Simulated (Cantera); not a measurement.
A Cantera script and what it prints.

```python
import numpy as np
import cantera as ct

gas_names = """
    B BF BF2 BF3 BH BHF2 BH2 BH3 BO BOF BOF2 BO2 B2 B2O B2O2 B2O3 B3O3F3 B3O3H3 F FO FO2 F2 F2O H HBO
    HBO2 HF HOF HO2 H2 H2F2 H2O H2O2 H3B3O6 H3F3 H4F4 H5F5 H6F6 H7F7 O OH O2 O3
""".split()
cond_names = """
    B(b) B(L) B2O3(L) B3O3H3(cr) H2O(s) H2O(L)
""".split()


def load(file, names, dense=False):
    # The tables refer to 1 bar. Condensed volumes are neglected.
    table = {s.name: s for s in ct.Species.list_from_file(file)}
    out = []
    for n in names:
        d = dict(table[n].input_data)
        d["thermo"] = dict(d["thermo"], **{"reference-pressure": 1e5})
        if dense:
            d["equation-of-state"] = {"model": "constant-volume", "density": "1e6 g/cm^3"}
        out.append(ct.Species.from_dict(d))
    return out


gas = ct.Solution(thermo="ideal-gas", species=load("nasa_gas.yaml", gas_names))
cond = {s.name: ct.Solution(thermo="fixed-stoichiometry", species=[s], name=s.name)
        for s in load("nasa_condensed.yaml", cond_names, dense=True)}
atoms = {
    'BF3': {'B': 1, 'F': 3},
    'O2': {'O': 2},
    'H2': {'H': 2},
}
top_T = {}  # K; cautious upper limits of use, not melting points


def equilibrate(T, P, feed):
    n = {}
    for name, mol in feed.items():
        for a, k in atoms[name].items():
            n[a] = n.get(a, 0.0) + k * mol
    gas.TPX = T, P, n
    mass = sum(n.values()) * gas.mean_molecular_weight
    gas.equilibrate("TP")
    valid = [c for c in cond.values() if c.min_temp <= T <= top_T.get(c.name, c.max_temp)]
    mix = ct.Mixture([(gas, mass / gas.mean_molecular_weight)] + [(c, 0.0) for c in valid])
    mix.T, mix.P = T, P
    mix.equilibrate("TP", solver="vcs", rtol=1e-11, max_steps=5000)
    return mix


results = []
T = 1223  # K
P = 13332.2  # Pa
for m in [3.2, 7.5, 12, 16, 20, 24, 29, 33, 37, 41]:
    feed = {'BF3': 1, 'O2': 5.1, 'H2': m}  # mol
    mix = equilibrate(T, P, feed)
    results.append((T, P, feed, dict(zip(mix.species_names, mix.species_moles))))
    x = sorted(zip(gas.X, gas.species_names), reverse=True)
    print(f"T = {T:g} K  P = {P:g} Pa  n(H2) = {m:g} mol  gas = {mix.phase_moles(0):.4g} mol")
    print("   x: " + "  ".join(f"{s} {v:.3e}" for v, s in x if v > 0.0001))
    print("   condensed (mol): " + ("  ".join(f"{mix.phase(i).name} {mix.phase_moles(i):.4g}"
          for i in range(1, mix.n_phases) if mix.phase_moles(i) > 1e-12) or "none"))
```

Result:

```
T = 1223 K  P = 13332.2 Pa  n(H2) = 3.2 mol  gas = 7.999 mol
   x: O2 4.375e-01  H2O 2.957e-01  HF 2.050e-01  BF3 4.884e-02  B3O3F3 6.480e-03  BOF 4.075e-03  HBO2 1.708e-03  H3B3O6 6.306e-04
   condensed (mol): B2O3(L) 0.1961
T = 1223 K  P = 13332.2 Pa  n(H2) = 7.5 mol  gas = 10.25 mol
   x: H2O 6.172e-01  HF 2.208e-01  O2 1.317e-01  BF3 2.025e-02  BOF 3.039e-03  B3O3F3 2.687e-03  HBO2 2.467e-03  H3B3O6 1.901e-03
   condensed (mol): B2O3(L) 0.2974
T = 1223 K  P = 13332.2 Pa  n(H2) = 12 mol  gas = 13.44 mol
   x: H2O 6.623e-01  HF 1.846e-01  H2 1.339e-01  BF3 1.065e-02  HBO2 2.555e-03  BOF 2.453e-03  H3B3O6 2.113e-03  B3O3F3 1.413e-03
   condensed (mol): B2O3(L) 0.3237
T = 1223 K  P = 13332.2 Pa  n(H2) = 16 mol  gas = 17.45 mol
   x: H2O 5.091e-01  H2 3.323e-01  HF 1.442e-01  BF3 7.523e-03  HBO2 2.241e-03  BOF 2.184e-03  H3B3O6 1.424e-03  B3O3F3 9.982e-04
   condensed (mol): B2O3(L) 0.3323
T = 1223 K  P = 13332.2 Pa  n(H2) = 20 mol  gas = 21.46 mol
   x: H2 4.566e-01  H2O 4.135e-01  HF 1.184e-01  BF3 5.699e-03  HBO2 2.019e-03  BOF 1.991e-03  H3B3O6 1.042e-03  B3O3F3 7.561e-04
   condensed (mol): B2O3(L) 0.3379
T = 1223 K  P = 13332.2 Pa  n(H2) = 24 mol  gas = 25.47 mol
   x: H2 5.418e-01  H2O 3.480e-01  HF 1.006e-01  BF3 4.520e-03  HBO2 1.852e-03  BOF 1.843e-03  H3B3O6 8.050e-04  B3O3F3 5.998e-04
   condensed (mol): B2O3(L) 0.3417
T = 1223 K  P = 13332.2 Pa  n(H2) = 29 mol  gas = 30.48 mol
   x: H2 6.168e-01  H2O 2.905e-01  HF 8.469e-02  BF3 3.539e-03  BOF 1.699e-03  HBO2 1.693e-03  H3B3O6 6.139e-04  B3O3F3 4.696e-04
   condensed (mol): B2O3(L) 0.3448
T = 1223 K  P = 13332.2 Pa  n(H2) = 33 mol  gas = 34.49 mol
   x: H2 6.611e-01  H2O 2.566e-01  HF 7.522e-02  BF3 2.988e-03  BOF 1.606e-03  HBO2 1.591e-03  H3B3O6 5.096e-04  B3O3F3 3.965e-04
   condensed (mol): B2O3(L) 0.3464
T = 1223 K  P = 13332.2 Pa  n(H2) = 37 mol  gas = 38.49 mol
   x: H2 6.962e-01  H2O 2.297e-01  HF 6.768e-02  BF3 2.568e-03  BOF 1.527e-03  HBO2 1.505e-03  H3B3O6 4.317e-04  B3O3F3 3.408e-04
   condensed (mol): B2O3(L) 0.3476
T = 1223 K  P = 13332.2 Pa  n(H2) = 41 mol  gas = 42.5 mol
   x: H2 7.247e-01  H2O 2.080e-01  HF 6.152e-02  BF3 2.239e-03  BOF 1.459e-03  HBO2 1.432e-03  H3B3O6 3.719e-04  B3O3F3 2.971e-04
   condensed (mol): B2O3(L) 0.3483
```

Equilibrium computed with Cantera from the NASA thermochemical tables; the gas is ideal and each condensed phase is pure. Gases not in the tables: H3BO3.
